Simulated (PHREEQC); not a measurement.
Make-up at 25 °C: 0.00345 mol/kgw HF, 0.0025 mol/kgw KF, 0.000425 mol/kgw H4SiO4 and 3e-05 mol/kgw H3PO4. Closed to the air; pH follows from the charge balance.

Model: ion-association model, wateq4f.dat, run in PHREEQC.

Precipitation was switched off in this run.

Predict the pH, ionic strength.

pH 3.33; ionic strength 0.00337 mol/kgw.

In which forms is F present?

SiF6-2 38 %, F- 37 %, HF 25 % of the F.

Complexes and solids missing from the database can't appear. H3PO4, which wateq4f.dat lacks, is added to it with the constant of phreeqc.dat. SiF6-2 is the database's only silicon fluoride.
